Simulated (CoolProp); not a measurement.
100 sccm (0 °C, 1 atm) of nitrogen bubbles through liquid R113 at 295.9 K and leaves saturated at a total pressure of 0.15 MPa (ideal gas phase). Each further row changes one setting.

Computed with CoolProp (reference Helmholtz-energy equation of state, Marx 1992).

```tsv
case	vapour pressure (kPa)	mole fraction of vapour	delivery (mg/min)	delivery (sccm)	change of delivery for a bath 1 K warmer (%)
as stated	41.0	0.273	314	37.6	5.7
bath temperature 300.9 K	49.9	0.333	417	49.8	6.0
total pressure 0.3 MPa	41.0	0.137	132	15.8	4.7
```
